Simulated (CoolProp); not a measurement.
The numbers come from the reference Helmholtz-energy equation of state, Wagner 2002 in CoolProp.

Task: For water, give the phase and the viscosity (µPa s), fugacity coefficient at 278.8 K and 2.78 bar; 393.9 K and 2.78 bar.

Result: 
- 278.8 K and 2.78 bar: liquid; viscosity 1490, fugacity coefficient 0.00329
- 393.9 K and 2.78 bar: liquid; viscosity 231, fugacity coefficient 0.715

Viscosity comes from a separate model (Huber 2009).
